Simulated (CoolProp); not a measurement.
R1336mzz(Z) at several states: fugacity coefficient from the reference equation and from simpler models built on Tc = 444.5 K, pc = 2904 kPa, ω = 0.386; each cubic takes its own stable root.

Computed with CoolProp (reference Helmholtz-energy equation of state, McLinden 2020).

| T (K) | p (kPa) | phase | reference |
|---|---|---|---|
| 359.8 | 215 | gas | 0.9431 |
| 282.3 | 50.1 | liquid | 0.7375 |
| 296.7 | 205 | liquid | 0.3280 |
| 472.8 | 4810 | supercritical | 0.5651 |

Question: How far does each simpler model (van der Waals, Soave-Redlich-Kwong, Peng-Robinson) lie from the reference over these 4 states: mean and median of the absolute difference, and the worst?

Answer: 
- van der Waals: mean 56.3 %, median 17.9 %, worst +188.5 % at 296.7 K and 205 kPa
- Soave-Redlich-Kwong: mean 1.3 %, median 0.6 %, worst +3.9 % at 472.8 K and 4810 kPa
- Peng-Robinson: mean 1.0 %, median 1.1 %, worst +1.5 % at 282.3 K and 50.1 kPa

At some of these states van der Waals gives the other phase, because its saturation line lies elsewhere.
